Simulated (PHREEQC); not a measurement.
Model water analysis in mmol/kgw, 30 °C, pH 7.7, pe 8.7:

```tsv
constituent	mmol/kgw
Na	3.04
K	1.23
Ca	6.02
Mg	0.538
Cl	2.11
S(6)	5.93
Alkalinity (meq/kgw)	3.22
Pb	0.283
```

Valence states are taken as typed.

The numbers come from PHREEQC with the ion-association model, phreeqc.dat.

### Question
The ionic strength comes out as 0.0237 mol/kgw. What activity coefficients do PbHCO3+, HCO3-, NaSO4-, SO4-2, Mg+2 get?

### Answer
PbHCO3+ 0.86, HCO3- 0.87, NaSO4- 0.87, SO4-2 0.56, Mg+2 0.57.

No solid was allowed to form. The solution is supersaturated, for example in Cerussite, Pb(OH)2, so a real one may precipitate; this is no full list.
